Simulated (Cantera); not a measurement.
A freely propagating, adiabatic, planar premixed flame of 4.18 % CH4, 2.01 % C2H6, 19.7 % O2, 74.1 % N2, unburnt at 675 K and 82.5 Torr; mixture-averaged transport, grid criteria slope 0.08 and curve 0.16, no radiation.

Detailed kinetics in Cantera: GRI-Mech 3.0 (53 species, 325 reactions). Burning velocities carry a grid error of a few per cent, more on coarse grids.

Predict: laminar burning velocity; thermal thickness; peak x(CH2CO); peak x(HO2).


* **laminar burning velocity**: 200 cm/s
* **thermal thickness**: 2.34 mm
* **peak x(CH2CO)**: 0.000321
* **peak x(HO2)**: 0.000228
